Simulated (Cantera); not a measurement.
An isothermal, constant-pressure homogeneous reactor starts with CH4 : O2 : N2 = 0.012 : 0.012 : 1 (molar parts), equivalence ratio 2.0, at 1075 K and 4.93 atm.

Detailed kinetics in Cantera: GRI-Mech 3.0 (53 species, 325 reactions).

x: mole fraction; the columns are a selection and need not sum to one.

```csv
t (s),x CH4,x O2,x CH2CO,x CO2,x O,x C2H2
0.000100,0.0117,0.0117,<1e-12,<1e-12,<1e-12,<1e-12
0.000287,0.0117,0.0117,<1e-12,<1e-12,<1e-12,<1e-12
0.000824,0.0117,0.0117,<1e-12,<1e-12,<1e-12,<1e-12
0.00237,0.0117,0.0117,<1e-12,<1e-12,<1e-12,<1e-12
0.00679,0.0117,0.0117,<1e-12,<1e-12,1.49e-12,<1e-12
0.0195,0.0117,0.0117,<1e-12,1.22e-11,4.32e-12,<1e-12
0.0560,0.0117,0.0117,<1e-12,8.93e-11,5.28e-12,<1e-12
0.161,0.0117,0.0117,1.16e-11,4.17e-10,7.01e-12,1.11e-12
0.461,0.0117,0.0117,3.53e-10,4.02e-9,1.42e-11,3.11e-11
1.32,0.0115,0.0116,6.52e-8,4.43e-7,9.04e-11,4.89e-9
3.80,0.00268,0.000284,1.01e-5,0.00167,2.35e-10,2.11e-5
10.9,0.00262,2.77e-5,2.13e-6,0.00185,5.11e-12,4.22e-5
31.3,0.00262,5.02e-6,4.30e-7,0.00189,<1e-12,5.22e-5
90.0,0.00262,___,___,0.00194,<1e-12,___
```

### Question
What belongs in the gaps?

### Answer

- 90.0, x O2: 4.38e-7
- 90.0, x CH2CO: 4.02e-8
- 90.0, x C2H2: 5.72e-5
